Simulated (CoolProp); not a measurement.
Model: reference Helmholtz-energy equation of state, Bücker 2006, in CoolProp.

**Question.** For n-butane, give the phase and the density (kg/m³), viscosity (µPa s), conductivity (mW/(m K)), fugacity coefficient at 575 K and 60 bar.

**Answer.** 
- 575 K and 60 bar: supercritical; density 89.0, viscosity 15.6, conductivity 63.1, fugacity coefficient 0.834

Viscosity comes from a separate model (Vogel 1999). Thermal conductivity comes from a separate model (Perkins 2002).
